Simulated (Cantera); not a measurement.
## HF + O₂ + N₂ (abatement and gas-phase synthesis)

Feed: 1 mol HF, 0.18 mol O₂, a varied amount of N₂, at 1048 K and 130 bar.

These are equilibrium values from Cantera (NASA tables, ideal gas, pure condensed phases), not measurements of a reactor. Candidate condensed phases: H₂O; 40 gas species. The ideal-gas law is rough above about 30 bar. The numbers say what is thermodynamically allowed, not how fast it happens.

```
n(N₂) (mol)  log p HF  log p N₂  log p O₂  log p H₂F₂  log p NO  log p NO₂  log p H₃F₃
-----------  --------  --------  --------  ----------  --------  ---------  ----------
0.17             1.98      1.22      1.24       -0.51     -2.67      -3.12       -3.10
0.23             1.96      1.33      1.22       -0.55     -2.62      -3.08       -3.16
0.3              1.94      1.42      1.20       -0.59     -2.58      -3.05       -3.22
0.4              1.91      1.52      1.17       -0.65     -2.55      -3.03       -3.31
0.52             1.88      1.60      1.14       -0.71     -2.53      -3.02       -3.40
0.69             1.84      1.68      1.10       -0.79     -2.51      -3.02       -3.53
0.92             1.79      1.76      1.05       -0.89     -2.49      -3.04       -3.68
1.2              1.74      1.82      0.99       -1.00     -2.49      -3.06       -3.84
1.6              1.67      1.87      0.93       -1.14     -2.50      -3.10       -4.04
2.1              1.60      1.92      0.85       -1.28     -2.51      -3.15       -4.26
2.8              1.51      1.96      0.77       -1.45     -2.53      -3.21       -4.51
```
log p: log10 of the partial pressure in bar; nothing condenses.

From 0.17 mol N₂ to 2.8 mol N₂ nothing is condensed.
